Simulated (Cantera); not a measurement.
What does this Cantera script print?

```python
import numpy as np
import cantera as ct

gas_names = [...]  # 140 gases of nasa_gas.yaml made of C, Fe, H, N, O
cond_names = """
    C(gr) C6H6(L) C7H8(L) C8H18(L),n-octa Fe(a) Fe(c) Fe(d) Fe(L) FeC5O5(L) FeO(s) FeO(L) Fe(OH)2(s)
    Fe(OH)3(s) Fe2O3(s) Fe3O4(s) H2O(s) H2O(L)
""".split()


# ... load() reads the species with a 1 bar reference pressure and builds the phases ...
atoms = {
    'Fe2O3': {'Fe': 2, 'O': 3},
    'CH4': {'C': 1, 'H': 4},
    'N2': {'N': 2},
}
top_T = {'C(gr)': 4500, 'Fe2O3(s)': 1830, 'Fe3O4(s)': 1870}  # K; cautious upper limits of use, not melting points


# ... equilibrate(T, P, feed) seeds the gas with the atoms and calls Mixture.equilibrate('TP', solver="vcs", rtol=1e-11, max_steps=5000) ...
results = []
feed = {'Fe2O3': 1, 'CH4': 0.76, 'N2': 1}  # mol
for P in [10, 42, 180, 750, 3200, 13000, 56000, 240000, 1000000]:
    for T in [900, 1100, 1300, 1500, 1700, 1900, 2100, 2300, 2500]:
        mix = equilibrate(T, P, feed)
        results.append((T, P, feed, dict(zip(mix.species_names, mix.species_moles))))

for T, P, feed, n in results:
    print(f"{T:7g} {P:10.4g}  " + (" + ".join(c for c in cond_names if n.get(c, 0) > 1e-12) or "gas only"))
```

Result:

```
    900         10  Fe(a) + FeO(s)
   1100         10  Fe(a) + FeO(s)
   1300         10  Fe(c) + FeO(s)
   1500         10  Fe(c) + FeO(s)
   1700         10  Fe(d) + FeO(L)
   1900         10  FeO(L)
   2100         10  gas only
   2300         10  gas only
   2500         10  gas only
    900         42  Fe(a) + FeO(s)
   1100         42  Fe(a) + FeO(s)
   1300         42  Fe(c) + FeO(s)
   1500         42  Fe(c) + FeO(s)
   1700         42  Fe(d) + FeO(L)
   1900         42  FeO(L)
   2100         42  FeO(L)
   2300         42  gas only
   2500         42  gas only
    900        180  Fe(a) + FeO(s)
   1100        180  Fe(a) + FeO(s)
   1300        180  Fe(c) + FeO(s)
   1500        180  Fe(c) + FeO(s)
   1700        180  Fe(d) + FeO(L)
   1900        180  Fe(L) + FeO(L)
   2100        180  FeO(L)
   2300        180  gas only
   2500        180  gas only
    900        750  Fe(a) + FeO(s)
   1100        750  Fe(a) + FeO(s)
   1300        750  Fe(c) + FeO(s)
   1500        750  Fe(c) + FeO(s)
   1700        750  Fe(d) + FeO(L)
   1900        750  Fe(L) + FeO(L)
   2100        750  FeO(L)
   2300        750  FeO(L)
   2500        750  gas only
    900       3200  Fe(a) + FeO(s)
   1100       3200  Fe(a) + FeO(s)
   1300       3200  Fe(c) + FeO(s)
   1500       3200  Fe(c) + FeO(s)
   1700       3200  Fe(d) + FeO(L)
   1900       3200  Fe(L) + FeO(L)
   2100       3200  Fe(L) + FeO(L)
   2300       3200  FeO(L)
   2500       3200  FeO(L)
    900    1.3e+04  Fe(a) + FeO(s)
   1100    1.3e+04  Fe(a) + FeO(s)
   1300    1.3e+04  Fe(c) + FeO(s)
   1500    1.3e+04  Fe(c) + FeO(s)
   1700    1.3e+04  Fe(d) + FeO(L)
   1900    1.3e+04  Fe(L) + FeO(L)
   2100    1.3e+04  Fe(L) + FeO(L)
   2300    1.3e+04  Fe(L) + FeO(L)
   2500    1.3e+04  FeO(L)
    900    5.6e+04  C(gr) + FeO(s)
   1100    5.6e+04  Fe(a) + FeO(s)
   1300    5.6e+04  Fe(c) + FeO(s)
   1500    5.6e+04  Fe(c) + FeO(s)
   1700    5.6e+04  Fe(d) + FeO(L)
   1900    5.6e+04  Fe(L) + FeO(L)
   2100    5.6e+04  Fe(L) + FeO(L)
   2300    5.6e+04  Fe(L) + FeO(L)
   2500    5.6e+04  Fe(L) + FeO(L)
    900    2.4e+05  C(gr) + FeO(s)
   1100    2.4e+05  Fe(a) + FeO(s)
   1300    2.4e+05  Fe(c) + FeO(s)
   1500    2.4e+05  Fe(c) + FeO(s)
   1700    2.4e+05  Fe(d) + FeO(L)
   1900    2.4e+05  Fe(L) + FeO(L)
   2100    2.4e+05  Fe(L) + FeO(L)
   2300    2.4e+05  Fe(L) + FeO(L)
   2500    2.4e+05  Fe(L) + FeO(L)
    900      1e+06  C(gr) + FeO(s)
   1100      1e+06  Fe(a) + FeO(s)
   1300      1e+06  Fe(c) + FeO(s)
   1500      1e+06  Fe(c) + FeO(s)
   1700      1e+06  Fe(d) + FeO(L)
   1900      1e+06  Fe(L) + FeO(L)
   2100      1e+06  Fe(L) + FeO(L)
   2300      1e+06  Fe(L) + FeO(L)
   2500      1e+06  Fe(L) + FeO(L)
```

Method: chemical equilibrium by Gibbs-energy minimisation in Cantera with the NASA 1993 tables (ideal gas, pure condensed phases). Each liquid is taken as pure. Mutual solubility and eutectic melting of coexisting phases are not modelled. The tables' stoichiometric FeO is somewhat more stable than real wüstite, so its field is too wide. FeO: taken at fixed stoichiometry. Condensed phases not in the tables: cementite and carbon dissolved in iron.
